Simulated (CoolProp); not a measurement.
Properties of C2F6 (R116) along the isotherm -63.85 °C.

Values from CoolProp's reference Helmholtz-energy equation of state, Lemmon 2006. It is a short technical equation, of lower accuracy than the large ones.

| p (MPa) | phase | cp (kJ/(kg K)) | speed of sound (m/s) | isothermal compressibility (1/MPa) | expansivity (1/kK) |
|---|---|---|---|---|---|
| 0.0952 | gas | 0.6333 | 115.1 | 10.87 | 5.346 |
| 0.19 | gas | 0.6552 | 111.7 | 5.680 | 6.063 |
| 0.286 | liquid | 0.9800 | 499.9 | 0.003931 | 3.102 |
| 0.381 | liquid | 0.9795 | 500.7 | 0.003916 | 3.094 |
| 0.476 | liquid | 0.9791 | 501.4 | 0.003901 | 3.086 |
| 0.571 | liquid | 0.9786 | 502.2 | 0.003886 | 3.078 |
| 0.667 | liquid | 0.9781 | 502.9 | 0.003871 | 3.070 |
| 0.762 | liquid | 0.9776 | 503.6 | 0.003856 | 3.063 |
| 0.857 | liquid | 0.9771 | 504.4 | 0.003841 | 3.055 |
| 0.952 | liquid | 0.9767 | 505.1 | 0.003827 | 3.048 |
| 1.05 | liquid | 0.9762 | 505.8 | 0.003812 | 3.040 |
| 1.14 | liquid | 0.9758 | 506.5 | 0.003799 | 3.033 |
| 1.24 | liquid | 0.9753 | 507.3 | 0.003784 | 3.025 |
| 1.33 | liquid | 0.9748 | 508.0 | 0.003770 | 3.018 |
| 1.43 | liquid | 0.9744 | 508.7 | 0.003756 | 3.010 |
| 1.52 | liquid | 0.9740 | 509.4 | 0.003743 | 3.004 |
